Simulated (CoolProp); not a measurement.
Fluorine along the isobar 18.3 MPa: Z from the reference equation and from simpler models built on Tc = -128.7 °C, pc = 5.240 MPa, ω = 0.045; each cubic takes its own stable root.

The numbers come from the reference Helmholtz-energy equation of state, de Reuck 1990 in CoolProp.

```
T (°C)           phase  reference
-------  -------------  ---------
-207.35         liquid     0.7674
-178.15         liquid     0.5932
-148.85         liquid     0.5240
-119.55  supercritical     0.5259
-90.25   supercritical     0.6315
-60.95   supercritical     0.7810
-31.75   supercritical     0.8809
-2.45    supercritical     0.9416
26.85    supercritical     0.9784
```

Problem. How far does each simpler model (Redlich-Kwong, Soave-Redlich-Kwong, Peng-Robinson) lie from the reference over these 9 states: mean and median of the absolute difference, and the worst?

Solution. 
- Redlich-Kwong: mean 1.7 %, median 1.5 %, worst +3.9 % at -119.55 °C and 18.3 MPa
- Soave-Redlich-Kwong: mean 2.5 %, median 2.1 %, worst +5.7 % at -90.25 °C and 18.3 MPa
- Peng-Robinson: mean 5.7 %, median 2.6 %, worst -11.9 % at -178.15 °C and 18.3 MPa
